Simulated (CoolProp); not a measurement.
The fluid at 293.15 K and 0.00463 MPa flows at 0.062 m/s in a round tube of 12.7 mm bore and 1.5 µm roughness, fully developed (64/Re and Nu = 3.66 if laminar; Colebrook and Gnielinski if turbulent). The same conditions are run with several fluids, on thermodynamics alone (safety and materials aside).

The numbers come from the reference Helmholtz-energy equation of state of each fluid (benzene: Thol 2012; R407C: Lemmon 2003; CH2F2 (R32): Tillner-Roth 1997; R152A: Outcalt 1996; R410A: Lemmon 2003) in CoolProp. Blends and air are pseudo-pure fits.

Rank benzene, R407C, CH2F2 (R32), R152A, R410A by Reynolds number, highest first.

benzene (15.7), R407C (10.7), R152A (9.04), R410A (8.60), CH2F2 (R32) (5.93)

| fluid | Darcy friction factor | pressure drop (Pa/m) | heat-transfer coefficient (W/(m² K)) | mass flow (kg/h) |
|---|---|---|---|---|
| benzene | 4.07 | 0.0916 | 2.93 | 0.00421 |
| R407C | 5.97 | 0.148 | 3.68 | 0.00463 |
| CH2F2 (R32) | 10.8 | 0.162 | 3.79 | 0.00280 |
| R152A | 7.08 | 0.135 | 3.92 | 0.00355 |
| R410A | 7.44 | 0.155 | 3.70 | 0.00390 |

Transport values come from each fluid's own correlations; those of CH2F2 (R32), R152A are estimates that may be off by 10 % or more.
